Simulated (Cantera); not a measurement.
## Metals in furnace atmospheres: Fe + O2 + CO

Feed: 1 mol Fe, 0.0047 mol O2, 48 mol CO, held at 1875 K.

These are equilibrium values from Cantera (NASA tables, ideal gas, pure condensed phases), not measurements of a reactor. Candidate condensed phases: C, Fe, Fe(CO)5, FeO, Fe2O3, Fe3O4; 15 gas species. Iron dissolves carbon and melts from about 1420 K in contact with it, which pure phases cannot show. Condensed phases not in the tables: cementite and carbon dissolved in iron. Kinetics and transport are ignored.

| P (Pa) | x CO | x Fe | x CO2 | x FeO | x O | n Fe(l) | n C(graphite) |
|---|---|---|---|---|---|---|---|
| 10 | 0.979 | 0.0204 | 0.000191 | 2.37e-7 | 2.04e-7 | 0 | 0 |
| 82 | 0.979 | 0.0204 | 0.000192 | 2.38e-7 | 2.49e-8 | 0 | 0 |
| 670 | 0.988 | 0.0121 | 0.000193 | 1.41e-7 | 3.05e-9 | 0.412 | 0 |
| 5500 | 0.998 | 0.00148 | 0.000196 | 1.72e-8 | 3.71e-10 | 0.929 | 0 |
| 45000 | 1.000 | 0.000180 | 0.000196 | 2.10e-9 | 4.54e-11 | 0.991 | 0 |
| 370000 | 1.000 | 2.19e-5 | 0.000196 | 2.56e-10 | 5.52e-12 | 0.999 | 0 |
| 3000000 | 0.999 | 2.70e-6 | 0.00145 | 2.34e-10 | 5.05e-12 | 1.000 | 0.0602 |
x: gas mole fraction; n: condensed amount in mol.

From 0.000100 bar to 0.000820 bar nothing is condensed. From 0.00670 bar to 3.70 bar the condensed part is Fe(l). At 30.0 bar the condensed part is C(graphite) + Fe(l). The main Fe-bearing gas is Fe throughout.
